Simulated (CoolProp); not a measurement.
Oxygen at 298.15 K and 0.293 MPa is compressed adiabatically to 0.781 MPa with isentropic efficiency 0.6. Each further row changes one setting.

Model: reference Helmholtz-energy equation of state, Schmidt 1985, in CoolProp.

```
case             work (kJ/kg)  final temperature (K)  final density (kg/m³)
---------------  ------------  ---------------------  ---------------------
as stated                 146                  453.9                   6.62
efficiency 1             87.4                  392.8                   7.66
efficiency 0.65           134                  442.2                   6.79
```

Above 300 K oxygen's equation is extrapolated.
